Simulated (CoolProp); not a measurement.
R1123 along the isotherm 480 K: Z from the reference equation and from simpler models built on Tc = 331.7 K, pc = 4549 kPa, ω = 0.243; each cubic takes its own stable root.

The numbers come from the reference Helmholtz-energy equation of state, Akasaka 2020 in CoolProp.

```
p (kPa)          phase  reference
-------  -------------  ---------
1330               gas     0.9749
2670               gas     0.9500
4000               gas     0.9259
5330     supercritical     0.9028
6670     supercritical     0.8808
8000     supercritical     0.8608
9330     supercritical     0.8431
10700    supercritical     0.8278
12000    supercritical     0.8164
13300    supercritical     0.8082
14700    supercritical     0.8033
16000    supercritical     0.8022
17300    supercritical     0.8043
18700    supercritical     0.8098
20000    supercritical     0.8174
```

**Question.** How far does each simpler model (van der Waals, Redlich-Kwong, Soave-Redlich-Kwong, Peng-Robinson) lie from the reference over these 15 states: mean and median of the absolute difference, and the worst?

**Answer.** 
- van der Waals: mean 6.6 %, median 6.6 %, worst -11.2 % at 480 K and 12000 kPa
- Redlich-Kwong: mean 3.6 %, median 3.9 %, worst -4.9 % at 480 K and 12000 kPa
- Soave-Redlich-Kwong: mean 4.7 %, median 4.9 %, worst +8.6 % at 480 K and 20000 kPa
- Peng-Robinson: mean 1.2 %, median 1.0 %, worst +2.1 % at 480 K and 18700 kPa
